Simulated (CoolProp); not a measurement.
c-C4F8 (RC318) along the isotherm 500 K: density (kg/m³) from the reference equation and from simpler models built on Tc = 388.4 K, pc = 2.778 MPa, ω = 0.355; each cubic takes its own stable root.

Computed with CoolProp (reference Helmholtz-energy equation of state, Platzer 1990). This equation is an older, rougher fit; its heat capacities, sound speeds and derivatives of the liquid may be far off and weren't checked against measurements.

```json
[
 {"p (MPa)": "1.07", "phase": "gas", "reference": "54.21"},
 {"p (MPa)": "2.14", "phase": "gas", "reference": "114.5"},
 {"p (MPa)": "3.2", "phase": "supercritical", "reference": "181.1"},
 {"p (MPa)": "4.27", "phase": "supercritical", "reference": "255.6"},
 {"p (MPa)": "5.34", "phase": "supercritical", "reference": "336.5"},
 {"p (MPa)": "6.41", "phase": "supercritical", "reference": "420.7"},
 {"p (MPa)": "7.48", "phase": "supercritical", "reference": "503.6"},
 {"p (MPa)": "8.55", "phase": "supercritical", "reference": "580.5"},
 {"p (MPa)": "9.61", "phase": "supercritical", "reference": "648.0"},
 {"p (MPa)": "10.7", "phase": "supercritical", "reference": "707.9"},
 {"p (MPa)": "11.8", "phase": "supercritical", "reference": "759.6"},
 {"p (MPa)": "12.8", "phase": "supercritical", "reference": "800.3"},
 {"p (MPa)": "13.9", "phase": "supercritical", "reference": "839.3"}
]
```

Problem. How far does each simpler model (van der Waals, Redlich-Kwong, Soave-Redlich-Kwong, Peng-Robinson) lie from the reference over these 13 states: mean and median of the absolute difference, and the worst?

Solution. 
- van der Waals: mean 7.8 %, median 5.7 %, worst +18.6 % at 500 K and 6.41 MPa
- Redlich-Kwong: mean 6.5 %, median 6.5 %, worst +10.2 % at 500 K and 6.41 MPa
- Soave-Redlich-Kwong: mean 4.8 %, median 6.0 %, worst -7.4 % at 500 K and 9.61 MPa
- Peng-Robinson: mean 0.9 %, median 0.9 %, worst +1.6 % at 500 K and 3.2 MPa
